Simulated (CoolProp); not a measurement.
Computed with CoolProp (reference Helmholtz-energy equation of state, Schroeder 2014).

Task: For ethanol, give the phase and the density (kg/m³), cp (kJ/(kg K)), fugacity coefficient at 620 K and 136 bar.

Result: 
- 620 K and 136 bar: supercritical; density 183, cp 4.35, fugacity coefficient 0.744
